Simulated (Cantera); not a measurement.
A closed system holds: 1 mol SiO2, 0.16 mol C, 5.3 mol H2, equilibrated at 100 Torr.

Method: chemical equilibrium by Gibbs-energy minimisation in Cantera with the NASA 1993 tables (ideal gas, pure condensed phases). Candidate condensed phases: C, C6H6, C7H8, C8H18, H2O, Si, SiC, SiO2; 123 gas species. The tables hold silica as quartz up to 1696 K and as liquid above; real silica turns to tridymite and cristobalite and melts near 1996 K. Rates play no part. All values below are at 1850 K.

Base state: H2 0.939, SiO 0.0298, CO 0.0284, H 0.00143, H2O 0.00134, CO2 1.01e-5 (mole fractions); condensed: SiO2(condensed).

Problem. What changes in the equilibrium state with this change: H2 from 5.3 to 0.038 mol?

Solution. 
```tsv
species	before	after
CO	0.0284	0.551
SiO	0.0298	0.286
H2	0.939	0.162
Si	1.42e-7	1.31e-5
H2O	0.00134	2.40e-5
H	0.00143	0.000594
CO2	1.01e-5	2.04e-5
SiO2(condensed), mol	0.832	0.902
SiC(s), mol	0	0.0310
```
Mutual solubility and eutectic melting of coexisting phases are not modelled.
